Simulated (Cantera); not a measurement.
A perfectly stirred reactor is fed with CO : H2 : CH4 : O2 : N2 : H2O = 1 : 0.08 : 0.53 : 1.33 : 5.01 : 0.75 (molar parts), at 1.88 atm; it is adiabatic with a 625 K inlet, and is followed from long to short residence time, starting on the burning branch (τ in s: 0.044, 0.019, 0.0081, 0.0035, 0.0015, 0.00064, 0.00028, 0.00012, 5.1e-05, 2.2e-05).

Model: GRI-Mech 3.0 (53 species, 325 reactions), integrated in Cantera.

x: mole fraction; the columns are a selection and need not sum to one.

```
τ (s)    T (K)    x CO     x H2     x CH4  x CH2CO   x C2H2    x HCO    x NO2
-------  -----  ------  -------  --------  -------  -------  -------  -------
0.044     2302  0.0524   0.0150   4.11e-6        …  2.79e-9  4.64e-8  5.11e-8
0.019     2291  0.0531   0.0153   7.19e-6        …  6.67e-9  8.09e-8  4.89e-8
0.0081    2272  0.0543   0.0158   1.22e-5        …  1.36e-8  1.56e-7  4.55e-8
0.0035    2244  0.0561   0.0165   2.04e-5        …  2.48e-8  3.15e-7  4.00e-8
0.0015    2202  0.0587   0.0177   3.51e-5        …  4.37e-8  6.60e-7  3.26e-8
0.00064   2147  0.0621   0.0191   6.33e-5        …  7.98e-8  1.41e-6  2.44e-8
0.00028   2078  0.0663   0.0207  0.000119        …  1.57e-7  2.96e-6  1.72e-8
0.00012   1995  0.0721   0.0222  0.000251        …  3.71e-7  6.41e-6  1.14e-8
5.1e-5    1891  0.0823   0.0227  0.000635        …  1.18e-6  1.45e-5  6.87e-9
2.2e-5     625   0.115  0.00920    0.0609   <1e-12   <1e-12   <1e-12   <1e-12
```

Task: Fill in the missing entries.

Result: 
- 0.044, x CH2CO: 6.19e-9
- 0.019, x CH2CO: 1.16e-8
- 0.0081, x CH2CO: 2.03e-8
- 0.0035, x CH2CO: 3.33e-8
- 0.0015, x CH2CO: 5.27e-8
- 0.00064, x CH2CO: 8.32e-8
- 0.00028, x CH2CO: 1.37e-7
- 0.00012, x CH2CO: 2.69e-7
- 5.1e-5, x CH2CO: 7.83e-7
